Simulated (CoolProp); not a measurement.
Computed with CoolProp (reference Helmholtz-energy equation of state, Schmidt 1985). Above 300 K oxygen's equation is extrapolated.

**Question.** For oxygen, give the phase and the cp (kJ/(kg K)), cv (kJ/(kg K)), Joule-Thomson coefficient (K/MPa), viscosity (µPa s) at 353.2 K and 1.33 bar; 349.1 K and 0.177 bar; 787.6 K and 70.1 bar.

**Answer.** 
- 353.2 K and 1.33 bar: gas; cp 0.930, cv 0.669, Joule-Thomson coefficient 1.89, viscosity 23.5
- 349.1 K and 0.177 bar: gas; cp 0.928, cv 0.668, Joule-Thomson coefficient 1.95, viscosity 23.3
- 787.6 K and 70.1 bar: supercritical; cp 1.06, cv 0.794, Joule-Thomson coefficient -0.0852, viscosity 42.7

Viscosity comes from a separate model (Lemmon 2004).
